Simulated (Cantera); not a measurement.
A freely propagating, adiabatic, planar premixed flame of CH4 : H2 : O2 : N2 = 1 : 0.16 : 1.6 : 6.4 (molar parts), equivalence ratio 1.3, unburnt at 500 K and 0.240 bar; mixture-averaged transport, grid criteria slope 0.08 and curve 0.16, no radiation.

Cantera simulation using GRI-Mech 3.0 (53 species, 325 reactions); the numbers are that mechanism's predictions, not measurements. Burning velocities carry a grid error of a few per cent, more on coarse grids.

Q: How do the results move with these cheaper or finer settings: unity-Lewis-number transport; multicomponent transport; multicomponent+Soret transport; grid criteria slope 0.5, curve 1; grid criteria slope 0.25, curve 0.5; grid criteria slope 0.03, curve 0.06?

A: 
| setting | laminar burning velocity | thermal thickness | peak x(CH2CO) | peak x(O) | grid points |
|---|---|---|---|---|---|
| as above | 101 cm/s | 1.35 mm | 0.000160 | 0.00143 | 153 |
| unity-Lewis-number transport | 61.0 cm/s | 1.83 mm | 9.94e-5 | 0.00191 | 138 |
| multicomponent transport | 100 cm/s | 1.37 mm | 0.000162 | 0.00142 | 153 |
| multicomponent+Soret transport | 100 cm/s | 1.35 mm | 0.000157 | 0.00149 | 153 |
| grid criteria slope 0.5, curve 1 | 108 cm/s | 1.55 mm | 0.000157 | 0.00154 | 49 |
| grid criteria slope 0.25, curve 0.5 | 104 cm/s | 1.41 mm | 0.000161 | 0.00150 | 76 |
| grid criteria slope 0.03, curve 0.06 | 99.7 cm/s | 1.34 mm | 0.000161 | 0.00141 | 373 |
The base run took about 8 core-seconds (a rough figure).
Unity Lewis numbers drop preferential diffusion, which matters most where H2 and H carry the flame; Soret adds thermal diffusion.
